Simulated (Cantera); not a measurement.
Input: 1 mol Pb, 0.12 mol H2, 0.46 mol N2, equilibrated at 773 K and 67.0 Pa.

These are equilibrium values from Cantera (NASA tables, ideal gas, pure condensed phases), not measurements of a reactor. Candidate condensed phases: Pb; 11 gas species. Rates play no part.

Base state: N2 0.793, H2 0.207, Pb 3.45e-5 (mole fractions); condensed: Pb(l).

Task: What changes in the equilibrium state with this change: temperature from 773 K to 1275 K?

Result: 
| species | before | after |
|---|---|---|
| Pb | 3.45e-5 | 0.633 |
| N2 | 0.793 | 0.291 |
| H2 | 0.207 | 0.0759 |
| Pb2 | <1e-9 | 1.09e-5 |
| Pb(l), mol | 1.000 | 0 |
